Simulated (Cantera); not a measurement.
A perfectly stirred reactor is fed with C₂H₆ : N₂ = 1 : 19 (molar parts), at 10.00 Torr; it is held at 1798 K, and followed from long to short residence time.

Detailed kinetics in Cantera: GRI-Mech 3.0 (53 species, 325 reactions). GRI-Mech 3.0 stops at C3 and has no aromatics, soot or wall deposition, so with more carbon than oxygen in the feed, carbon stays in small species such as C2H2 where larger ones or solid carbon would form. Radical loss at walls, strong at low pressure, is not modelled.

**Question.** Predict: x(C₂H₆) at τ = 1.80 s; x(C₂H) at τ = 1.80 s; x(H₂) at τ = 1.80 s; x(C₂H₂) at τ = 1.80 s; x(CH₃) at τ = 1.80 s; x(C₂H₆) at τ = 84.0 ms; x(C₂H) at τ = 84.0 ms; x(H₂) at τ = 84.0 ms; x(C₂H₂) at τ = 84.0 ms; x(CH₃) at τ = 84.0 ms.

**Answer.** 
- x(C₂H₆) at τ = 1.80 s: 6.89e-6
- x(C₂H) at τ = 1.80 s: 4.30e-6
- x(H₂) at τ = 1.80 s: 0.0874
- x(C₂H₂) at τ = 1.80 s: 0.0441
- x(CH₃) at τ = 1.80 s: 0.000413
- x(C₂H₆) at τ = 84.0 ms: 0.000136
- x(C₂H) at τ = 84.0 ms: 5.16e-6
- x(H₂) at τ = 84.0 ms: 0.0786
- x(C₂H₂) at τ = 84.0 ms: 0.0407
- x(CH₃) at τ = 84.0 ms: 0.00191
